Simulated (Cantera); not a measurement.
An adiabatic, constant-pressure homogeneous reactor starts with C3H8 : O2 : N2 : CO2 = 1 : 3.85 : 14.5 : 0.58 (molar parts), equivalence ratio 1.3, at 1525 K and 0.730 bar. Integrator tolerance rtol = 1e-08.

Detailed kinetics in Cantera: GRI-Mech 3.0 (53 species, 325 reactions). GRI-Mech 3.0 was tuned for natural gas; its chemistry of propane as a main component is partial and can be far from experiment.

```
quantity                                                            before                                    after
---------------------------------  ---------------------------------------  ---------------------------------------
time of steepest temperature rise                                  86.6 µs                                  76.2 µs
temperature at 8.00 s                                               2730 K                                   2910 K
equilibrium temperature                                             2730 K                                   2910 K
x(C3H8) at 8.00 s                    <1e-12 (gas-phase equilibrium <1e-12)    <1e-12 (gas-phase equilibrium <1e-12)
x(O2) at 8.00 s                    0.00719 (gas-phase equilibrium 0.00719)  0.00958 (gas-phase equilibrium 0.00958)
x(CO2) at 8.00 s                     0.0616 (gas-phase equilibrium 0.0616)    0.0534 (gas-phase equilibrium 0.0534)
x(NO) at 8.00 s                    0.00555 (gas-phase equilibrium 0.00555)  0.00816 (gas-phase equilibrium 0.00816)
x(C2H2) at 8.00 s                    <1e-12 (gas-phase equilibrium <1e-12)    <1e-12 (gas-phase equilibrium <1e-12)
x(CO) at 8.00 s                      0.0960 (gas-phase equilibrium 0.0960)      0.102 (gas-phase equilibrium 0.102)
x(C2H) at 8.00 s                     <1e-12 (gas-phase equilibrium <1e-12)    <1e-12 (gas-phase equilibrium <1e-12)
```

Question: Which change was made?
A) initial temperature 1525 to 1073 K
B) initial temperature 1525 to 1150 K
C) pressure from 0.730 bar to 2.00 bar
D) constant volume in place of constant pressure

Answer: D, constant volume in place of constant pressure
